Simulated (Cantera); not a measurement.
A perfectly stirred reactor is fed with CH₄ : N₂ = 1 : 170 (molar parts), at 140000 Pa; it is held at 1725 K, and followed from long to short residence time.

Detailed kinetics in Cantera: GRI-Mech 3.0 (53 species, 325 reactions). GRI-Mech 3.0 stops at C3 and has no aromatics, soot or wall deposition, so with more carbon than oxygen in the feed, carbon stays in small species such as C2H2 where larger ones or solid carbon would form.

Question: What does this change do: temperature 1725 to 1648 K?

Answer: 
| quantity | before | after |
|---|---|---|
| x(CH₄) at τ = 0.780 s | 0.000574 | 0.00114 |
| x(C₂H) at τ = 0.780 s | 2.80e-8 | 8.48e-9 |
| x(C₂H₂) at τ = 0.780 s | 0.00260 | 0.00232 |
| x(H) at τ = 0.780 s | 1.34e-5 | 5.92e-6 |
| x(H₂) at τ = 0.780 s | 0.00783 | 0.00699 |
| x(CH₄) at τ = 53.0 ms | 0.00191 | 0.00313 |
| x(C₂H) at τ = 53.0 ms | 2.16e-8 | 5.31e-9 |
| x(C₂H₂) at τ = 53.0 ms | 0.00188 | 0.00124 |
| x(H) at τ = 53.0 ms | 1.06e-5 | 3.88e-6 |
| x(H₂) at τ = 53.0 ms | 0.00576 | 0.00390 |

Question: What does this change do: CH4 1 to 0.12 parts?

Answer: 
```csv
quantity,before,after
x(CH₄) at τ = 0.780 s,0.000574,6.74e-5
x(C₂H) at τ = 0.780 s,2.80e-8,9.06e-9
x(C₂H₂) at τ = 0.780 s,0.00260,0.000294
x(H) at τ = 0.780 s,1.34e-5,4.64e-6
x(H₂) at τ = 0.780 s,0.00783,0.000945
x(CH₄) at τ = 53.0 ms,0.00191,0.000238
x(C₂H) at τ = 53.0 ms,2.16e-8,7.34e-9
x(C₂H₂) at τ = 53.0 ms,0.00188,0.000212
x(H) at τ = 53.0 ms,1.06e-5,3.70e-6
x(H₂) at τ = 53.0 ms,0.00576,0.000669
```
